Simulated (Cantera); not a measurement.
## Equilibrium for fluorocarbon and chlorocarbon gases: CH3F + HCl + H2 + Si

Input: 1 mol CH3F, 0.025 mol HCl, 18 mol H2, 1.5 mol Si, equilibrated at 0.100 bar.

Equilibrium computed with Cantera from the NASA thermochemical tables; the gas is ideal and each condensed phase is pure. Candidate condensed phases: C, C6H6, C7H8, C8H18, Si, SiC; 143 gas species. The tables' values for SiF, SiF2, SiCl, SiF3 are old estimates; treat these amounts as uncertain. Gases not in the tables: Si2H6 and higher silanes. The numbers say what is thermodynamically allowed, not how fast it happens.

```json
[
 {"T (K)": "3023", "log p H": "-1.42", "log p H2": "-1.29", "log p Si": "-2.38", "log p HF": "-2.48", "log p SiC2": "-3.07", "log p C2H2 (acetylene)": "-3.10", "log p C": "-4.52"},
 {"T (K)": "3073", "log p H": "-1.37", "log p H2": "-1.32", "log p Si": "-2.38", "log p HF": "-2.49", "log p SiC2": "-3.09", "log p C2H2 (acetylene)": "-3.14", "log p C": "-4.35"},
 {"T (K)": "3123", "log p H": "-1.33", "log p H2": "-1.36", "log p Si": "-2.39", "log p HF": "-2.50", "log p SiC2": "-3.12", "log p C2H2 (acetylene)": "-3.18", "log p C": "-4.19"},
 {"T (K)": "3173", "log p H": "-1.29", "log p H2": "-1.41", "log p Si": "-2.39", "log p HF": "-2.51", "log p SiC2": "-3.15", "log p C2H2 (acetylene)": "-3.23", "log p C": "-4.03"},
 {"T (K)": "3223", "log p H": "-1.25", "log p H2": "-1.46", "log p Si": "-2.40", "log p HF": "-2.52", "log p SiC2": "-3.19", "log p C2H2 (acetylene)": "-3.29", "log p C": "-3.88"},
 {"T (K)": "3273", "log p H": "-1.22", "log p H2": "-1.51", "log p Si": "-2.40", "log p HF": "-2.53", "log p SiC2": "-3.24", "log p C2H2 (acetylene)": "-3.37", "log p C": "-3.75"},
 {"T (K)": "3323", "log p H": "-1.19", "log p H2": "-1.56", "log p Si": "-2.41", "log p HF": "-2.54", "log p SiC2": "-3.29", "log p C2H2 (acetylene)": "-3.45", "log p C": "-3.62"},
 {"T (K)": "3373", "log p H": "-1.17", "log p H2": "-1.62", "log p Si": "-2.41", "log p HF": "-2.56", "log p SiC2": "-3.35", "log p C2H2 (acetylene)": "-3.55", "log p C": "-3.50"},
 {"T (K)": "3423", "log p H": "-1.15", "log p H2": "-1.69", "log p Si": "-2.42", "log p HF": "-2.57", "log p SiC2": "-3.42", "log p C2H2 (acetylene)": "-3.66", "log p C": "-3.38"},
 {"T (K)": "3473", "log p H": "-1.13", "log p H2": "-1.75", "log p Si": "-2.42", "log p HF": "-2.59", "log p SiC2": "-3.50", "log p C2H2 (acetylene)": "-3.79", "log p C": "-3.28"}
]
```
log p: log10 of the partial pressure in bar; nothing condenses.

From 3023 K to 3473 K nothing is condensed. The main Si-bearing gas is Si throughout.
